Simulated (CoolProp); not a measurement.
A single-stage vapour-compression cycle with n-pentane: evaporating at 272.15 K (dew point), condensing at 304.15 K (bubble point), superheat 0 K, subcooling 2 K, compressor efficiency 0.6, no pressure losses. Each further row changes one setting.

Model: reference Helmholtz-energy equation of state, Thol 2019, in CoolProp.

```tsv
case	cooling COP	pressure ratio	discharge temperature (K)	refrigerating effect (kJ/kg)	volumetric capacity (kJ/m³)
as stated	4.61	3.64	315.6	318	240
evaporating temperature 277.15 K	5.66	2.91	313.3	325	303
condensing temperature 299.15 K	5.57	3.04	309.5	329	249
subcooling 7 K	4.77	3.64	315.6	329	249
superheat 10 K	4.65	3.64	326.0	333	243
compressor efficiency 0.5	3.84	3.64	323.3	318	240
```
